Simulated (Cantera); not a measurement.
# Equilibrium for nitride etching: BN + H2O + N2

Feed: 1 mol BN, 0.17 mol H2O, 5.2 mol N2, equilibrated at 2075 K and 1.33 mbar.

Method: chemical equilibrium by Gibbs-energy minimisation in Cantera with the NASA 1993 tables (ideal gas, pure condensed phases). Candidate condensed phases: B, BN, B2O3, B3O3H3, H2O; 39 gas species. Rates play no part.

The x(N2) comes out as 0.937, the x(BO) is 0.0235 and the x(H2) is 0.0228. The x(H) comes out as 0.0110 and the x(HBO) is 0.00360. The x(B2O2) is 0.00139, the x(B2O) is 0.000219 and the x(B) comes out as 0.000175. The x(BH2) is 8.51e-6 and the n(BN(s)) is 0.828 mol. The gas amount is 5.640 mol and the log10 activity of B(s) (absent) is -0.28.
